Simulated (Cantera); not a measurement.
A closed system holds: 1 mol V2O5, 0.37 mol H2, 0.039 mol H2O, held at 1275 °C and 0.000260 bar.

These are equilibrium values from Cantera (NASA tables, ideal gas, pure condensed phases), not measurements of a reactor. Candidate condensed phases: H2O, V, VO, V2O3, V2O4, V2O5; 12 gas species. Condensed phases not in the tables: the oxides between V2O3 and V2O5 other than VO2. The numbers say what is thermodynamically allowed, not how fast it happens.

Base state: H2O 0.562, O2 0.433, OH 0.00263, VO2 0.00111, O 0.000312, H2 0.000187, H 2.61e-5 (mole fractions); condensed: V2O4(s).

What changes in the equilibrium state with this change: temperature from 1275 °C to 777 °C?


```json
[
 {"species": "H2O", "before": "0.562", "after": "0.565"},
 {"species": "O2", "before": "0.433", "after": "0.435"},
 {"species": "OH", "before": "0.00263", "after": "6.55e-6"},
 {"species": "VO2", "before": "0.00111", "after": "<1e-9"},
 {"species": "H", "before": "2.61e-5", "after": "<1e-9"},
 {"species": "O", "before": "0.000312", "after": "2.74e-8"},
 {"species": "H2", "before": "0.000187", "after": "1.92e-8"},
 {"species": "V2O4(s), mol", "before": "1.000", "after": "1.00"}
]
```
